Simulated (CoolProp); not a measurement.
Properties of CF4 (R14) along the isotherm 194.7 K (Tc = 227.4 K, pc = 3.762 MPa, ω = 0.178).

Computed with CoolProp (reference Helmholtz-energy equation of state, Platzer 1990). This equation is an older, rougher fit; its heat capacities, sound speeds and derivatives of the liquid may be far off and weren't checked against measurements.

```csv
p (MPa),phase,conductivity (mW/(m K)),Prandtl number
1.18,gas,9.47,(withheld)
2.35,liquid,59.9,(withheld)
3.53,liquid,61.4,2.04
4.7,liquid,(withheld),2.00
5.88,liquid,64.1,(withheld)
7.05,liquid,65.3,1.94
8.23,liquid,66.5,1.92
9.41,liquid,67.6,1.90
10.6,liquid,68.6,1.89
11.8,liquid,69.7,1.87
12.9,liquid,70.6,1.86
14.1,liquid,71.6,1.85
15.3,liquid,72.5,1.84
16.5,liquid,73.4,1.83
17.6,liquid,74.2,1.83
18.8,liquid,75.1,1.82
```

### Question
Fill in the missing entries.

### Answer

- 1.18, Prandtl number: 0.980
- 2.35, Prandtl number: 2.09
- 4.7, conductivity (mW/(m K)): 62.8
- 5.88, Prandtl number: 1.97

Viscosity comes from a separate model (Huber 2003), an estimate that may be off by 10 % or more. Thermal conductivity comes from a separate model (Huber 2003), an estimate that may be off by 10 % or more.
